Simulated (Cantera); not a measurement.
## Gas-phase reforming

A perfectly stirred reactor is fed with 38.5 % CH₄, 61.5 % CO₂, at 21.7 atm; it is held at 1625 K, and followed from long to short residence time.

Model: GRI-Mech 3.0 (53 species, 325 reactions), integrated in Cantera. The pressure lies above the range GRI-Mech 3.0 was tuned for (to about 10 atm).

| τ (s) | x CH₄ | x CO₂ | x CO | x CH₂O | x H₂O | x CH₂CO |
|---|---|---|---|---|---|---|
| 1.1 | 0.0673 | 0.118 | 0.438 | 1.92e-6 | 0.156 | 1.57e-5 |
| 0.47 | 0.0737 | 0.146 | 0.398 | 2.45e-6 | 0.174 | 2.60e-5 |
| 0.19 | 0.0802 | 0.184 | 0.346 | 3.49e-6 | 0.189 | 4.13e-5 |
| 0.079 | 0.0933 | 0.233 | 0.285 | 5.02e-6 | 0.194 | 5.45e-5 |
| 0.032 | 0.125 | 0.307 | 0.211 | 6.34e-6 | 0.173 | 5.23e-5 |
| 0.013 | 0.183 | 0.407 | 0.129 | 6.16e-6 | 0.118 | 3.08e-5 |
| 0.0054 | 0.251 | 0.502 | 0.0600 | 5.60e-6 | 0.0574 | 1.19e-5 |
x: mole fraction; the columns are a selection and need not sum to one.
